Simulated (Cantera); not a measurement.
A closed system holds: 1 mol CaCl2, 0.33 mol O2, 32 mol N2, at 1.00 Torr.

These are equilibrium values from Cantera (NASA tables, ideal gas, pure condensed phases), not measurements of a reactor. Candidate condensed phases: Ca, CaCl2, CaO; 17 gas species. Mutual solubility and eutectic melting of coexisting phases are not modelled. Condensed phases not in the tables: oxide chlorides. Equilibrium is a limit: real reactors are often held back by kinetics, nucleation or transport.

log p: log10 of the partial pressure in bar; n: condensed amount in mol.

```
T (°C)  log p N2  log p CaCl2  log p Cl  log p O2  n CaCl2(l)  n CaO(s)
------  --------  -----------  --------  --------  ----------  --------
852        -2.88        -5.96     -6.41     -4.87       0.968   0.00559
927        -2.88            ?         ?     -4.88           ?         ?
1002       -2.89        -4.45         ?     -4.92           ?         ?
1077       -2.89        -4.43     -5.29     -4.93           0    0.0664
1152       -2.89        -4.44     -5.19     -4.94           0    0.0810
1227       -2.89        -4.44     -5.11     -4.96           0    0.0977
1302       -2.89        -4.45     -5.03     -4.97           0     0.116
1377       -2.89        -4.46     -4.97     -5.00           0     0.135
1452       -2.89        -4.47     -4.91     -5.02           0     0.156
1527       -2.89        -4.48     -4.85     -5.05           0     0.176
1602       -2.89        -4.49     -4.80     -5.08           0     0.196
```

Q: What belongs in the gaps?

A: 
- 1002, log p Cl: -5.41
- 1002, n CaCl2(l): 0.0675
- 1002, n CaO(s): 0.0527
- 927, log p CaCl2: -5.16
- 927, log p Cl: -5.87
- 927, n CaCl2(l): 0.811
- 927, n CaO(s): 0.0183
